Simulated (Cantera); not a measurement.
Feed: 1 mol B, 3.1 mol H2O, 0.87 mol N2, equilibrated at 1.00 bar.

Equilibrium computed with Cantera from the NASA thermochemical tables; the gas is ideal and each condensed phase is pure. Candidate condensed phases: B, BN, B2O3, B3O3H3, H2O; 39 gas species. Gases not in the tables: H3BO3. Rates play no part.

**Question.** Which condensed phases are stable at each of these points (T (K)): 1148, 1248, 1348, 1448, 1548, 1648, 1748, 1848, 1948?

**Answer.** 
```
T (K)  condensed phases  B condensed (%)
-----  ----------------  ---------------
1148            B2O3(l)             95.6
1248            B2O3(l)             96.7
1348            B2O3(l)             96.5
1448            B2O3(l)             94.7
1548            B2O3(l)             89.6
1648            B2O3(l)             79.2
1748            B2O3(l)             60.0
1848            B2O3(l)             26.8
1948           gas only              0.0
```

From 1148 K to 1848 K the condensed part is B2O3(l). At 1948 K nothing is condensed. The share of B in condensed phases is highest at 1248 K (96.7 %) and lowest at 1948 K (0.0 %).
